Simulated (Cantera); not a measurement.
Input (Python, Cantera) and output of one run.

```python
import numpy as np
import cantera as ct

gas_names = """
    H HNO HNO2 HNO3 HO2 H2 H2O H2O2 N NH NH2 NH3 NH2OH NO NO2 NO3 N2 N2H2 N2H4 N2O O OH O2 O3 Zr ZrN ZrO
    ZrO2
""".split()
cond_names = """
    H2O(s) H2O(L) Zr(a) Zr(b) Zr(L) ZrN(s) ZrN(L) ZrO2(a) ZrO2(b) ZrO2(L)
""".split()


# ... load() reads the species with a 1 bar reference pressure and builds the phases ...
atoms = {
    'ZrO2': {'Zr': 1, 'O': 2},
    'H2': {'H': 2},
    'N2': {'N': 2},
}
top_T = {}  # K; cautious upper limits of use, not melting points


# ... equilibrate(T, P, feed) seeds the gas with the atoms and calls Mixture.equilibrate('TP', solver="vcs", rtol=1e-11, max_steps=5000) ...
results = []
feed = {'ZrO2': 1, 'H2': 99, 'N2': 3.2}  # mol
T = 1275  # K
P = 101325  # Pa
mix = equilibrate(T, P, feed)
results.append((T, P, feed, dict(zip(mix.species_names, mix.species_moles))))
print(gas.report(threshold=0.001))
for i in range(1, mix.n_phases):
    print(f"{mix.phase(i).name:16s} {mix.phase_moles(i):12.5e} mol")
```

Output:

```
       temperature   1275 K
          pressure   1.0132e+05 Pa
           density   0.027051 kg/m^3
  mean mol. weight   2.8301 kg/kmol
   phase of matter   gas

                          1 kg             1 kmol
                     ---------------   ---------------
          enthalpy        1.0318e+07        2.9202e+07  J
   internal energy        6.5726e+06        1.8601e+07  J
           entropy             62444        1.7672e+05  J/K
    Gibbs function       -6.9298e+07       -1.9612e+08  J
 heat capacity c_p             11130             31500  J/K
 heat capacity c_v            8192.3             23185  J/K

                      mass frac. Y      mole frac. X     chem. pot. / RT
                     ---------------   ---------------   ---------------
                H2           0.69002           0.96867           -18.161
                N2           0.30982            0.0313           -28.978
     [  +26 minor]        0.00015609        2.6484e-05

Zr(b)             0.00000e+00 mol
ZrN(s)            1.16983e-04 mol
ZrO2(a)           9.99883e-01 mol
```

Equilibrium computed with Cantera from the NASA thermochemical tables; the gas is ideal and each condensed phase is pure. Mutual solubility and eutectic melting of coexisting phases are not modelled. ZrN: taken at fixed stoichiometry. Condensed phases not in the tables: solid solutions among these carbides, nitrides and lower oxides.
